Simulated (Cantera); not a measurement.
A closed system holds: 1 mol Nb, 18 mol N2O, 61 mol N2, equilibrated at 1977 °C and 13300 Pa.

Equilibrium computed with Cantera from the NASA thermochemical tables; the gas is ideal and each condensed phase is pure. Candidate condensed phases: Nb, NbO, NbO2, Nb2O5; 12 gas species. Condensed phases not in the tables: the oxides between NbO2 and Nb2O5. Equilibrium is a limit: real reactors are often held back by kinetics, nucleation or transport.

Base state: N2 0.905, O2 0.0830, NO 0.00950, O 0.00291, NbO2 5.36e-5 (mole fractions); condensed: Nb2O5(l).

Question: What changes in the equilibrium state with this change: pressure from 13300 Pa to 7.20 Pa?

Answer: 
```tsv
species	before	after
N2	0.905	0.855
O	0.00291	0.0871
O2	0.0830	0.0402
NbO2	5.36e-5	0.0109
NbO	<1e-9	1.18e-5
NO	0.00950	0.00643
Nb2O5(l), mol	0.498	0
```

Question: What changes in the equilibrium state with this change: pressure from 13300 Pa to 133 Pa?

Answer: 
```
species         before    after
-------------  -------  -------
N2               0.905    0.881
O2              0.0830   0.0718
O              0.00291   0.0271
NbO2           5.36e-5   0.0112
NO             0.00950  0.00872
Nb2O5(l), mol    0.498        0
```

Question: What changes in the equilibrium state with this change: temperature from 1977 °C to 2050 °C?

Answer: 
```
species         before     after
-------------  -------  --------
N2               0.905     0.903
O2              0.0830    0.0815
NO             0.00950    0.0110
O              0.00291   0.00443
NbO2           5.36e-5  0.000157
Nb2O5(l), mol    0.498     0.493
```
